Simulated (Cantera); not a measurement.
Charge: 1 mol K2CO3, 1.3 mol C, 0.036 mol CO2, equilibrated at 1000 Pa.

Equilibrium computed with Cantera from the NASA thermochemical tables; the gas is ideal and each condensed phase is pure. Candidate condensed phases: C, K, KO2, K2CO3, K2O, K2O2; 15 gas species. Kinetics and transport are ignored.

Question: Which condensed phases are stable at each of these points (T (K)): 1225, 1375, 1525, 1675, 1825, 1975, 2125?

Answer: 
| T (K) | condensed phases | K condensed (%) |
|---|---|---|
| 1225 | K2CO3(l) | 22.0 |
| 1375 | gas only | 0.0 |
| 1525 | gas only | 0.0 |
| 1675 | gas only | 0.0 |
| 1825 | gas only | 0.0 |
| 1975 | gas only | 0.0 |
| 2125 | gas only | 0.0 |

At 1225 K the condensed part is K2CO3(l). From 1375 K to 2125 K nothing is condensed.
